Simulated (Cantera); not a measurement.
An isothermal, constant-pressure homogeneous reactor starts with 10.2 % H2, 5.98 % O2, 83.7 % N2, 0.114 % H2O, at 950 K and 0.330 bar.

Detailed kinetics in Cantera: the H2/O2 subset of GRI-Mech 3.0, which has no nitrogen chemistry. The temperature is held fixed by assumption; the heat of reaction is taken as removed at once.

x: mole fraction; the columns are a selection and need not sum to one.

| t (s) | x H2 | x O2 | x H2O2 | x OH | x HO2 |
|---|---|---|---|---|---|
| 0.000400 | 0.102 | 0.0598 | 1.06e-12 | 2.81e-11 | 6.82e-10 |
| 0.000892 | 0.102 | 0.0598 | 6.12e-11 | 1.66e-9 | 3.67e-8 |
| 0.00199 | 0.0994 | 0.0588 | 2.55e-7 | 3.86e-5 | 1.52e-5 |
| 0.00443 | … | … | … | … | … |
| 0.00988 | 0.00128 | 0.0101 | 4.31e-7 | 3.12e-5 | 4.27e-6 |
| 0.0220 | 0.000585 | 0.00974 | 4.10e-7 | 1.04e-5 | 3.40e-6 |
| 0.0491 | 0.000314 | 0.00960 | 4.93e-7 | 3.70e-6 | 2.67e-6 |
| 0.110 | … | 0.00955 | … | … | … |
| 0.244 | 0.000135 | 0.00952 | 5.12e-7 | 5.72e-7 | 1.60e-6 |
| 0.545 | 8.28e-5 | 0.00949 | 2.89e-7 | 3.39e-7 | 1.14e-6 |
| 1.21 | 4.45e-5 | 0.00947 | 1.15e-7 | 1.90e-7 | 6.99e-7 |
| 2.71 | 2.10e-5 | 0.00946 | 3.30e-8 | 9.96e-8 | 3.68e-7 |
| 6.04 | 8.92e-6 | 0.00946 | 7.29e-9 | 5.11e-8 | 1.69e-7 |
| 13.5 | 3.30e-6 | 0.00945 | 1.27e-9 | 2.76e-8 | 6.68e-8 |
| 30.0 | 9.30e-7 | 0.00945 | 1.64e-10 | 1.71e-8 | 2.02e-8 |

### Question
Complete the blanks.

### Answer

- 0.00443, x H2: 0.00467
- 0.00443, x O2: 0.0118
- 0.00443, x H2O2: 6.16e-7
- 0.00443, x OH: 0.000154
- 0.00443, x HO2: 5.75e-6
- 0.110, x H2: 0.000198
- 0.110, x H2O2: 5.98e-7
- 0.110, x OH: 1.17e-6
- 0.110, x HO2: 2.07e-6
